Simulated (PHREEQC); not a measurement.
Consider water at 25 °C with 0.0011 mol/kgw Sr(NO3)2. It is in equilibrium with CO2 at log p = -3.4 (atm). Otherwise closed; pH follows from the charge balance.

Model: ion-association model, phreeqc.dat, run in PHREEQC.

This is a speciation only: nothing precipitates in the calculation.

Question: Estimate the pH, specific conductance.

Answer: pH 5.61; specific conductance 271 µS/cm.

Question: In which forms is C present?

Answer: CO2 84 %, HCO3- 16 % of the C.
